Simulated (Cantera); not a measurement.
A Cantera script and what it prints.

```python
import numpy as np
import cantera as ct

gas_names = [...]  # 87 gases of nasa_gas.yaml made of C, H, Si
cond_names = """
    C(gr) C6H6(L) C7H8(L) C8H18(L),n-octa Si(cr) Si(L) SiC(b)
""".split()


# ... load() reads the species with a 1 bar reference pressure and builds the phases ...
atoms = {
    'SiC': {'Si': 1, 'C': 1},
    'Si': {'Si': 1},
    'H2': {'H': 2},
}
top_T = {'C(gr)': 4500, 'SiC(b)': 3050}  # K; cautious upper limits of use, not melting points


# ... equilibrate(T, P, feed) seeds the gas with the atoms and calls Mixture.equilibrate('TP', solver="vcs", rtol=1e-11, max_steps=5000) ...
results = []
feed = {'SiC': 1, 'Si': 0.11, 'H2': 0.06}  # mol
P = 51  # Pa
for T in [1875, 1950, 2025, 2100, 2175, 2250, 2325]:
    mix = equilibrate(T, P, feed)
    results.append((T, P, feed, dict(zip(mix.species_names, mix.species_moles))))

top = {s: max(r[3][s] / sum(r[3][g] for g in gas_names) for r in results) for s in gas_names}
cols = sorted((s for s in top if top[s] > 1e-05), key=lambda s: -top[s])[:8]
seen = [c for c in cond_names if any(r[3].get(c, 0) > 1e-12 for r in results)]
print("log10 of partial pressures in bar; condensed amounts in mol")
print(f"{'T/K':>10s}" + "".join(f"{s[:9]:>10s}" for s in cols + seen))
for T, P, feed, n in results:
    ng = sum(n[g] for g in gas_names)
    print(f"{T:10.4g}" + "".join(f"{np.log10(max(n[s] / ng * P / 1e5, 1e-99)):10.3f}" for s in cols)
          + "".join(f"{n.get(c, 0):10.4g}" for c in seen))
```

Output:

```
log10 of partial pressures in bar; condensed amounts in mol
       T/K        H2        Si         H      Si2C      SiC2       Si2       SiH       Si3     Si(L)    SiC(b)
      1875    -3.313    -5.043    -4.840    -6.851    -9.648    -7.168    -6.733    -7.809    0.1088         1
      1950    -3.337    -4.623    -4.609    -6.280    -8.797    -6.661    -6.408    -7.319    0.1068    0.9999
      2025    -3.388    -4.235    -4.410    -5.752    -8.011    -6.194    -6.123    -6.868    0.1013    0.9997
      2100    -3.505    -3.875    -4.259    -5.263    -7.282    -5.760    -5.893    -6.449   0.08453     0.999
      2175    -3.848    -3.542    -4.235    -4.811    -6.603    -5.361    -5.798    -6.067         0    0.9944
      2250    -3.910    -3.554    -4.084    -4.713    -5.647    -5.635    -5.905    -6.681         0    0.9913
      2325    -4.024    -3.577    -3.971    -4.634    -4.743    -5.915    -6.044    -7.289         0    0.9758
```

Equilibrium computed with Cantera from the NASA thermochemical tables; the gas is ideal and each condensed phase is pure. Mutual solubility and eutectic melting of coexisting phases are not modelled. Gases not in the tables: Si2H6 and higher silanes.
